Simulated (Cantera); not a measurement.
Feed: 1 mol SiCl4, 0.22 mol NH3, 5.5 mol H2, held at 1452 °C and 13.0 Pa.

Method: chemical equilibrium by Gibbs-energy minimisation in Cantera with the NASA 1993 tables (ideal gas, pure condensed phases). The tables' values for SiCl, SiCl3 are old estimates; treat these amounts as uncertain. Equilibrium is a limit: real reactors are often held back by kinetics, nucleation or transport.

| species | before | after |
|---|---|---|
| H2 | 0.594 | 0.613 |
| HCl | 0.251 | 0.247 |
| SiCl2 | 0.120 | 0.121 |
| H | 0.0126 | 0.000109 |
| N2 | 0.0137 | 0.0139 |
| Si | 0.00257 | 3.06e-7 |
| SiH | 3.22e-5 | 2.00e-8 |
| SiCl4 | 1.57e-6 | 0.000714 |
| SiCl | 0.00131 | 4.42e-6 |
| SiHCl3 | 7.71e-7 | 8.99e-5 |
| Cl | 0.00411 | 3.69e-5 |
Gas species are given as mole fractions.

Name the change that produced these shifts.
A. temperature from 1452 °C to 1050 °C
B. temperature from 1452 °C to 825 °C
C. H2 from 5.5 to 1.9 mol
D. temperature from 1452 °C to 752 °C

A, temperature from 1452 °C to 1050 °C. The tables' values for SiCl3 are old estimates; treat these amounts as uncertain
